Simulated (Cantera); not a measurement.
A perfectly stirred reactor is fed with NH3 : H2 = 1 : 1.7 (molar parts), at 0.0310 bar; it is held at 1775 K, and followed from long to short residence time.

Cantera simulation using the gas-phase N/H chemistry of the illustrative SiF4/NH3 mechanism in the Surface Chemkin manual (1991); the numbers are that mechanism's predictions, not measurements. Walls and surfaces, which speed up NH3 decomposition in real reactors, are not modelled.

**Question.** What does this change do: temperature 1775 to 1373 K?

**Answer.** 
```csv
quantity,before,after
x(NH3) at τ = 18.0 s,0.134,0.370
x(H2) at τ = 18.0 s,0.779,0.630
x(NH) at τ = 18.0 s,2.14e-6,1.55e-8
x(N2H4) at τ = 18.0 s,1.74e-9,2.13e-9
x(N2) at τ = 18.0 s,0.0861,0.000238
x(NH3) at τ = 0.120 s,0.366,0.370
x(H2) at τ = 0.120 s,0.632,0.630
x(NH) at τ = 0.120 s,2.63e-6,9.22e-11
x(N2H4) at τ = 0.120 s,5.97e-9,1.28e-11
x(N2) at τ = 0.120 s,0.00151,7.84e-9
```

**Question.** What does this change do: pressure from 0.0310 bar to 0.0110 bar?

**Answer.** 
```json
[
 {"quantity": "x(NH3) at τ = 18.0 s", "before": "0.134", "after": "0.192"},
 {"quantity": "x(H2) at τ = 18.0 s", "before": "0.779", "after": "0.743"},
 {"quantity": "x(NH) at τ = 18.0 s", "before": "2.14e-6", "after": "3.14e-6"},
 {"quantity": "x(N2H4) at τ = 18.0 s", "before": "1.74e-9", "after": "1.31e-9"},
 {"quantity": "x(N2) at τ = 18.0 s", "before": "0.0861", "after": "0.0650"},
 {"quantity": "x(NH3) at τ = 0.120 s", "before": "0.366", "after": "0.369"},
 {"quantity": "x(H2) at τ = 0.120 s", "before": "0.632", "after": "0.630"},
 {"quantity": "x(NH) at τ = 0.120 s", "before": "2.63e-6", "after": "2.48e-6"},
 {"quantity": "x(N2H4) at τ = 0.120 s", "before": "5.97e-9", "after": "2.02e-9"},
 {"quantity": "x(N2) at τ = 0.120 s", "before": "0.00151", "after": "0.000498"}
]
```

**Question.** What does this change do: temperature 1775 to 1275 K?

**Answer.** 
| quantity | before | after |
|---|---|---|
| x(NH3) at τ = 18.0 s | 0.134 | 0.370 |
| x(H2) at τ = 18.0 s | 0.779 | 0.630 |
| x(NH) at τ = 18.0 s | 2.14e-6 | 1.35e-9 |
| x(N2H4) at τ = 18.0 s | 1.74e-9 | 7.64e-10 |
| x(N2) at τ = 18.0 s | 0.0861 | 1.28e-5 |
| x(NH3) at τ = 0.120 s | 0.366 | 0.370 |
| x(H2) at τ = 0.120 s | 0.632 | 0.630 |
| x(NH) at τ = 0.120 s | 2.63e-6 | <1e-12 |
| x(N2H4) at τ = 0.120 s | 5.97e-9 | <1e-12 |
| x(N2) at τ = 0.120 s | 0.00151 | 4.81e-11 |
